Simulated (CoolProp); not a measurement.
o-xylene along the isotherm 385.7 K: Z from the reference equation and from simpler models built on Tc = 630.3 K, pc = 3.737 MPa, ω = 0.312; each cubic takes its own stable root.

The numbers come from the reference Helmholtz-energy equation of state, Zhou 2012 in CoolProp.

| p (MPa) | phase | reference |
|---|---|---|
| 0.133 | liquid | 0.005506 |
| 0.267 | liquid | 0.01105 |
| 0.4 | liquid | 0.01655 |
| 0.534 | liquid | 0.02210 |
| 0.667 | liquid | 0.02759 |
| 0.801 | liquid | 0.03313 |
| 0.934 | liquid | 0.03862 |
| 1.07 | liquid | 0.04424 |
| 1.2 | liquid | 0.04960 |
| 1.33 | liquid | 0.05496 |
| 1.47 | liquid | 0.06074 |
| 1.6 | liquid | 0.06610 |
| 1.74 | liquid | 0.07186 |
| 1.87 | liquid | 0.07722 |

Problem. How far does each simpler model (van der Waals, Redlich-Kwong, Soave-Redlich-Kwong, Peng-Robinson) lie from the reference over these 14 states: mean and median of the absolute difference, and the worst?

Solution. 
- van der Waals: mean 1901.5 %, median 72.2 %, worst +17446.3 % at 385.7 K and 0.133 MPa
- Redlich-Kwong: mean 17.3 %, median 17.3 %, worst +17.5 % at 385.7 K and 0.133 MPa
- Soave-Redlich-Kwong: mean 12.8 %, median 12.8 %, worst +12.9 % at 385.7 K and 0.133 MPa
- Peng-Robinson: mean 0.0 %, median 0.0 %, worst +0.1 % at 385.7 K and 0.133 MPa

At some of these states van der Waals gives the other phase, because its saturation line lies elsewhere.
